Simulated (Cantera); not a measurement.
Reactions in the system Br-H-Si

Source: NASA polynomial tables (part measured, part estimated), evaluated in Cantera. Values are per mole of reaction as written; species without (g) are pure solids or liquids, kept so even where they would boil at 1 bar.

SiBr4(g) + 4 HBr(g) ⇌ SiH4(g) + 4 Br2(g)

| T (K) | ΔH° (kJ) | ΔS° (J/K) | ΔG° (kJ) | log10 K |
|---|---|---|---|---|
| 1700 | 713.0 | -2.1 | 716.7 | -22.02 |
| 1725 | 713.1 | -2.1 | 716.7 | -21.70 |
| 1750 | 713.2 | -2.0 | 716.8 | -21.39 |
| 1775 | 713.3 | -2.0 | 716.8 | -21.09 |
| 1800 | 713.4 | -1.9 | 716.9 | -20.80 |
| 1825 | 713.5 | -1.9 | 716.9 | -20.52 |
| 1850 | 713.6 | -1.8 | 717.0 | -20.24 |

2 Si(g) + 3 H2(g) ⇌ 2 SiH3(g)

| T (K) | ΔH° (kJ) | ΔS° (J/K) | ΔG° (kJ) | log10 K |
|---|---|---|---|---|
| 1700 | -489.3 | -321.8 | 57.7 | -1.77 |
| 1725 | -489.0 | -321.6 | 65.8 | -1.99 |
| 1750 | -488.7 | -321.4 | 73.8 | -2.20 |
| 1775 | -488.4 | -321.3 | 81.8 | -2.41 |
| 1800 | -488.2 | -321.1 | 89.9 | -2.61 |
| 1825 | -487.9 | -321.0 | 97.9 | -2.80 |
| 1850 | -487.6 | -320.8 | 105.9 | -2.99 |
